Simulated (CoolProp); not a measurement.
Computed with CoolProp (reference Helmholtz-energy equation of state, Lemmon 2006). It is a short technical equation, of lower accuracy than the large ones.

Question: For C2F6 (R116), give the phase and the cv (kJ/(kg K)), speed of sound (m/s), viscosity (µPa s), Prandtl number at 360.3 K and 1.01 bar; 376.5 K and 1.01 bar.

Answer: 
- 360.3 K and 1.01 bar: gas; cv 0.802, speed of sound 152, viscosity 16.9, Prandtl number 0.743
- 376.5 K and 1.01 bar: gas; cv 0.822, speed of sound 155, viscosity 17.6, Prandtl number 0.744

Viscosity comes from a separate model (Huber 2003), an estimate that may be off by 10 % or more. Thermal conductivity comes from a separate model (Huber 2003), an estimate that may be off by 10 % or more.
